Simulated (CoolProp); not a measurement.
Vapour-liquid equilibrium of R134a (1) + R141b (2) at 234.3 K; x and y are mole fractions of (1).

The numbers come from the multi-fluid Helmholtz-energy mixture model, Tillner-Roth 1994 and Lemmon 2006; pair parameters Bell 2016 in CoolProp.

```tsv
x	bubble pressure, mixture model (kPa)	bubble pressure, Raoult's law (kPa)	y, mixture model	y, Raoult's law
0.05	8.231	5.902	0.611	0.461
0.2	20.83	13.56	0.867	0.802
0.35	30.21	21.21	0.921	0.897
0.5	36.93	28.86	0.945	0.942
0.65	42.04	36.52	0.960	0.968
0.8	46.75	44.17	0.974	0.985
0.95	52.20	51.83	0.992	0.997
```

The largest gap from Raoult's law is +53.6 % in bubble pressure, at x = 0.2. No azeotrope shows between x = 0.05 and 0.95.

The pair parameters rest on a limited set of measurements; away from them the model extrapolates. With so large a gap from Raoult's law the liquid may split in two, which this calculation doesn't test in full.
